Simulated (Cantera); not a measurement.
Cantera run, input and output.

```python
import numpy as np
import cantera as ct

gas = ct.Solution("gri30.yaml")


def delay(T, t_max=10):
    gas.TPX = T, 3700000, {'C2H4': 1, 'O2': 3.8, 'N2': 26.2, 'H2O': 4.4}
    reactor = ct.IdealGasConstPressureReactor(gas, clone=False)
    net = ct.ReactorNet([reactor])
    net.rtol, net.atol = 1e-8, 1e-16
    while net.time < t_max:
        t_old, T_old = net.time, reactor.T
        net.step()
        if reactor.T > T + 400:  # ignition: a rise of 400 K
            return t_old + (T + 400 - T_old) / (reactor.T - T_old) * (net.time - t_old)
    return np.nan


taus = []
for T in [1125, 1175, 1225, 1275, 1325, 1375, 1425, 1475]:
    taus.append(delay(T))
    print(f"T0 = {T:6g} K   tau = {taus[-1]:.4e} s")
```

Output:

```
T0 =   1125 K   tau = 9.8448e-04 s
T0 =   1175 K   tau = 4.9307e-04 s
T0 =   1225 K   tau = 2.3793e-04 s
T0 =   1275 K   tau = 1.1451e-04 s
T0 =   1325 K   tau = 5.6318e-05 s
T0 =   1375 K   tau = 2.8696e-05 s
T0 =   1425 K   tau = 1.5281e-05 s
T0 =   1475 K   tau = 8.5880e-06 s
```

Detailed kinetics in Cantera: GRI-Mech 3.0 (53 species, 325 reactions). GRI-Mech 3.0 was tuned for natural gas; its chemistry of ethylene as a main component is partial and can be far from experiment. The pressure lies above the range GRI-Mech 3.0 was tuned for (to about 10 atm).
